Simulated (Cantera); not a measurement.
Charge: 1 mol SiHCl₃, 1.2 mol C₂H₂, 43 mol H₂, held at 2598.15 K and 1.00 bar.

Cantera equilibrium calculation (NASA polynomials, part measured and part estimated; ideal gas, pure solids and liquids). The tables' values for SiCl are old estimates; treat these amounts as uncertain. Gases not in the tables: Si₂H₆ and higher silanes. Rates play no part.

| species | before | after |
|---|---|---|
| H₂ | 0.882 | 0.931 |
| HCl | 0.0580 | 0.0647 |
| CH₄ | 0.000100 | 0.00436 |
| H | 0.0358 | 3.22e-6 |
| C₂H₂ (acetylene) | 0.0142 | 1.61e-6 |
| SiCl₂ | 0.00156 | 5.50e-5 |
| Si | 0.00288 | <1e-9 |
| SiC₂ | 0.000978 | <1e-9 |
| SiH | 0.000618 | <1e-9 |
| SiCl | 0.000570 | <1e-9 |
| Si₂C | 0.000524 | <1e-9 |
| SiH₂ | 0.000379 | <1e-9 |
| C(graphite), mol | 0.285 | 1.21 |
| SiC(s), mol | 0.617 | 0.992 |
Gas species are given as mole fractions.

Question: What was changed between the two runs?
(A) temperature from 2598.15 K to 1623 K
(B) temperature from 2598.15 K to 973 K
(C) temperature from 2598.15 K to 1373.15 K
(D) temperature from 2598.15 K to 2073 K

Answer: C, temperature from 2598.15 K to 1373.15 K. The tables' values for SiCl₃ are old estimates; treat these amounts as uncertain
